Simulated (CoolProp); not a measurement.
Vapour-liquid equilibrium of carbonyl sulfide (1) + propane (2) at 1.5 MPa; x and y are mole fractions of (1).

The numbers come from the multi-fluid Helmholtz-energy mixture model, Lemmon 2006 and Lemmon 2009; pair parameters Bell 2016 in CoolProp.

| x | bubble temperature, mixture model (K) | bubble temperature, Raoult's law (K) | y, mixture model | y, Raoult's law |
|---|---|---|---|---|
| 0.05 | 316.2 | 316.4 | 0.064 | 0.065 |
| 0.15 | 314.6 | 315.0 | 0.182 | 0.190 |
| 0.25 | 313.1 | 313.6 | 0.293 | 0.308 |
| 0.35 | … | 312.3 | … | 0.418 |
| 0.45 | 310.7 | 311.0 | 0.499 | 0.522 |
| 0.55 | … | 309.8 | 0.597 | 0.620 |
| 0.65 | 308.5 | 308.6 | 0.693 | 0.713 |
| 0.75 | 307.4 | 307.4 | … | 0.801 |
| 0.85 | 306.3 | 306.3 | … | 0.884 |
| 0.95 | 305.2 | 305.2 | 0.960 | 0.962 |

### Question
Fill in the missing entries.

### Answer

- 0.35, bubble temperature, mixture model (K): 311.9
- 0.35, y, mixture model: 0.398
- 0.55, bubble temperature, mixture model (K): 309.6
- 0.75, y, mixture model: 0.785
- 0.85, y, mixture model: 0.875

The largest gap from Raoult's law is -0.5 K in bubble temperature, at x = 0.25. No azeotrope shows between x = 0.05 and 0.95.

The pair parameters rest on a limited set of measurements; away from them the model extrapolates.
